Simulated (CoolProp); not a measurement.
The numbers come from the reference Helmholtz-energy equation of state, Lemmon 2006 in CoolProp. It is a short technical equation, of lower accuracy than the large ones.

### Question
For nitrous oxide, give the phase and the speed of sound (m/s), Joule-Thomson coefficient (K/MPa), expansivity (1/kK) at 349.4 K and 0.964 MPa.

### Answer
- 349.4 K and 0.964 MPa: gas; speed of sound 283, Joule-Thomson coefficient 7.61, expansivity 3.18
